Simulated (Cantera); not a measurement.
A perfectly stirred reactor is fed with 1.67 % CO, 0.226 % O2, 0.0265 % H2O, 98.1 % N2, equivalence ratio 3.7, at 380000 Pa; it is held at 1323 K, and followed from long to short residence time.

Model: GRI-Mech 3.0 (53 species, 325 reactions), integrated in Cantera.

x: mole fraction; the columns are a selection and need not sum to one.

```
τ (s)     x CO      x O2     x H2O    x H2O2      x H2     x NO2
------  ------  --------  --------  --------  --------  --------
0.69    0.0121   7.37e-6  0.000116  8.84e-12  0.000133  6.58e-12
0.30    0.0121   1.17e-5  0.000119  2.01e-11  0.000123  1.50e-11
0.13    0.0121   1.90e-5  0.000122  4.68e-11  0.000109  3.69e-11
0.057   0.0121         …  0.000127  1.09e-10         …  9.66e-11
0.025   0.0122   6.11e-5  0.000135  2.56e-10   6.89e-5  2.69e-10
0.011   0.0124         …         …  5.93e-10         …  7.29e-10
0.0048  0.0130  0.000382  0.000179   1.38e-9   2.84e-5   1.48e-9
```

Question: What belongs in the gaps?

Answer: 
- 0.057, x O2: 3.25e-5
- 0.057, x H2: 9.10e-5
- 0.011, x O2: 0.000136
- 0.011, x H2O: 0.000150
- 0.011, x H2: 4.63e-5
